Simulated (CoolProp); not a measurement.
R404A along the isobar 1.01 bar: density (kg/m³) from the reference equation and from simpler models built on Tc = 345.3 K, pc = 37.35 bar, ω = 0.293; each cubic takes its own stable root.

Computed with CoolProp (reference Helmholtz-energy equation of state, Lemmon 2003). It is a pseudo-pure fit of the blend.

```json
[
 {"T (K)": "214.2", "phase": "liquid", "reference": "?", "van der Waals": "5.676", "Redlich-Kwong": "5.739", "Peng-Robinson": "?"},
 {"T (K)": "239.4", "phase": "gas", "reference": "5.151", "van der Waals": "5.050", "Redlich-Kwong": "5.085", "Peng-Robinson": "5.110"},
 {"T (K)": "247.7", "phase": "gas", "reference": "4.953", "van der Waals": "4.873", "Redlich-Kwong": "?", "Peng-Robinson": "?"},
 {"T (K)": "256.1", "phase": "gas", "reference": "?", "van der Waals": "4.707", "Redlich-Kwong": "?", "Peng-Robinson": "?"},
 {"T (K)": "264.5", "phase": "gas", "reference": "4.603", "van der Waals": "?", "Redlich-Kwong": "4.573", "Peng-Robinson": "4.589"},
 {"T (K)": "272.9", "phase": "gas", "reference": "4.448", "van der Waals": "4.407", "Redlich-Kwong": "4.425", "Peng-Robinson": "4.438"},
 {"T (K)": "281.3", "phase": "gas", "reference": "4.304", "van der Waals": "4.271", "Redlich-Kwong": "4.286", "Peng-Robinson": "4.298"}
]
```

### Question
Fill in the missing entries.

### Answer

- 214.2, reference: 1345
- 214.2, Peng-Robinson: 1329
- 247.7, Redlich-Kwong: 4.903
- 247.7, Peng-Robinson: 4.924
- 256.1, reference: 4.770
- 256.1, Redlich-Kwong: 4.732
- 256.1, Peng-Robinson: 4.750
- 264.5, van der Waals: 4.552

At some of these states van der Waals, Redlich-Kwong gives the other phase, because its saturation line lies elsewhere.
